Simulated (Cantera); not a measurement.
**Thermodynamics of silicon oxide and oxynitride deposition, feed Si2H6 + O3**

Input: 1 mol Si2H6, 0.47 mol O3, at 0.133 bar.

Method: chemical equilibrium by Gibbs-energy minimisation in Cantera with the NASA 1993 tables (ideal gas, pure condensed phases). Candidate condensed phases: H2O, Si, SiO2; 18 gas species. The feed counts by its element totals alone. Each liquid is taken as pure. Mutual solubility and eutectic melting of coexisting phases are not modelled. The tables hold silica as quartz up to 1696 K and as liquid above; real silica turns to tridymite and cristobalite and melts near 1996 K. Gases not in the tables: Si2H6 and higher silanes. Kinetics and transport are ignored.

From 500 K to 800 K the condensed part is Si(s) + SiO2(α-quartz). From 950 K to 1550 K the condensed part is Si(s) + SiO2(β-quartz). At 1700 K the condensed part is Si(l) + SiO2(condensed). From 1850 K to 2000 K the condensed part is Si(l).

```tsv
T (K)	x H2	x SiO	x H	x Si	x SiH2	x SiH	n Si(s)	n SiO2(α-quartz)	n SiO2(β-quartz)	n Si(l)	n SiO2(condensed)
500	1.00	<1e-12	<1e-12	<1e-12	<1e-12	<1e-12	1.29	0.705	0	0	0
650	1.00	<1e-12	<1e-12	<1e-12	<1e-12	<1e-12	1.29	0.705	0	0	0
800	1.00	<1e-12	7.93e-12	<1e-12	<1e-12	<1e-12	1.29	0.705	0	0	0
950	1.00	4.33e-10	1.52e-9	<1e-12	2.03e-11	<1e-12	1.29	0	0.705	0	0
1100	1.00	1.73e-7	7.08e-8	<1e-12	1.32e-9	1.95e-12	1.29	0	0.705	0	0
1250	1.000	1.60e-5	1.32e-6	6.23e-11	3.13e-8	2.51e-10	1.29	0	0.705	0	0
1400	0.999	0.000550	1.33e-5	6.17e-9	3.76e-7	1.12e-8	1.29	0	0.704	0	0
1550	0.991	0.00937	8.58e-5	2.49e-7	2.77e-6	2.38e-7	1.28	0	0.691	0	0
1700	0.905	0.0943	0.000384	5.09e-6	1.28e-5	2.74e-6	0	0	0	1.14	0.549
1850	0.679	0.319	0.00122	4.84e-5	2.86e-5	1.44e-5	0	0	0	0.590	0
2000	0.677	0.319	0.00366	0.000327	7.19e-5	6.66e-5	0	0	0	0.588	0
```
x: gas mole fraction; n: condensed amount in mol.
